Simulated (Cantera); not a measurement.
An isothermal, constant-pressure homogeneous reactor starts with 50.9 % NH3, 47.8 % H2, 1.32 % N2, at 2275 K and 20.0 Torr.

Model: the gas-phase N/H chemistry of the illustrative SiF4/NH3 mechanism in the Surface Chemkin manual (1991), integrated in Cantera. Walls and surfaces, which speed up NH3 decomposition in real reactors, are not modelled.

One state of this run: x NH3 = 0.153; x H2 = 0.717; x N = 7.33e-6; x N2H4 = 2.53e-9; x N2H2 = 2.94e-6; x NH2 = 0.00120; x NH = 6.32e-5. x: mole fraction; the columns are a selection and need not sum to one.

Question: Which value of t (s) does it belong to?
(A) 0.0966
(B) 0.00197
(C) 0.0203
(D) 0.459

Answer: A, 0.0966
